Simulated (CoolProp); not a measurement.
The fluid at 293.15 K and 0.0521 MPa is compressed adiabatically to 0.337 MPa with isentropic efficiency 0.6. The same conditions are run with several fluids, on thermodynamics alone (safety and materials aside).

The numbers come from the reference Helmholtz-energy equation of state of each fluid (R245ca: Zhou 2016; sulfur dioxide: Gao 2016; normal hydrogen: Leachman 2009; isobutene: Lemmon 2005) in CoolProp.

```
fluid            work (kJ/kg)  final temperature (K)  final density (kg/m³)
---------------  ------------  ---------------------  ---------------------
R245ca                   57.7                  358.4                   16.3
sulfur dioxide            142                  504.3                   5.19
normal hydrogen          4980                  636.5                  0.128
isobutene                 143                  378.8                   6.26
```
